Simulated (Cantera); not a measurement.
Input (Python, Cantera):

```python
import numpy as np
import cantera as ct

gas = ct.Solution("gri30.yaml")
gas.TPX = 1625, 1333, {'C2H6': 3.4, 'N2': 150}
inlet = ct.Reservoir(gas, clone=True)

reactor = ct.IdealGasConstPressureReactor(gas, energy="off", clone=False)
exhaust = ct.Reservoir(gas, clone=True)
tau = [7.3, 2.5, 0.88, 0.3, 0.11, 0.037, 0.013, 0.0044, 0.0015, 0.00053, 0.00018][0]
for a, b in ((inlet, reactor), (reactor, exhaust)):
    ct.MassFlowController(a, b, mdot=lambda t: reactor.mass / tau)
net = ct.ReactorNet([reactor])
show = ['C2H6', 'CH4', 'CH3', 'C2H', 'HCN']

rows = []
print(f"{'tau/s':>10s}{'T/K':>9s}" + "".join(f"{s:>11s}" for s in show))
for tau in [7.3, 2.5, 0.88, 0.3, 0.11, 0.037, 0.013, 0.0044, 0.0015, 0.00053, 0.00018]:
    net.initial_time = 0.0
    net.advance(30 * tau)
    before = gas.X
    net.advance(40 * tau)
    drift = np.max(np.abs(gas.X - before) / (gas.X + 1e-9))
    rows.append([gas.T, *gas[show].X, drift])
    print(f"{tau:10.3e}{gas.T:9.1f}" + "".join(f"{x:11.3e}" for x in gas[show].X))
```

It prints:

```
     tau/s      T/K       C2H6        CH4        CH3        C2H        HCN
 7.300e+00   1625.0  4.464e-06  9.557e-04  1.403e-04  5.705e-07  1.467e-04
 2.500e+00   1625.0  1.227e-05  1.419e-03  2.344e-04  6.311e-07  9.655e-05
 8.800e-01   1625.0  3.298e-05  2.080e-03  3.876e-04  6.908e-07  6.187e-05
 3.000e-01   1625.0  9.105e-05  3.001e-03  6.508e-04  7.575e-07  3.807e-05
 1.100e-01   1625.0  2.329e-04  4.019e-03  1.052e-03  8.218e-07  2.373e-05
 3.700e-02   1625.0  6.395e-04  5.025e-03  1.760e-03  8.705e-07  1.390e-05
 1.300e-02   1625.0  1.664e-03  5.314e-03  2.840e-03  8.327e-07  8.095e-06
 4.400e-03   1625.0  4.331e-03  4.192e-03  4.394e-03  6.046e-07  4.296e-06
 1.500e-03   1625.0  9.941e-03  1.988e-03  5.482e-03  2.346e-07  1.818e-06
 5.300e-04   1625.0  1.683e-02  5.026e-04  4.304e-03  2.736e-08  4.343e-07
 1.800e-04   1625.0  2.073e-02  7.535e-05  2.036e-03  9.996e-11  1.512e-08
```

Model: GRI-Mech 3.0 (53 species, 325 reactions), integrated in Cantera. GRI-Mech 3.0 stops at C3 and has no aromatics, soot or wall deposition, so with more carbon than oxygen in the feed, carbon stays in small species such as C2H2 where larger ones or solid carbon would form. Radical loss at walls, strong at low pressure, is not modelled.
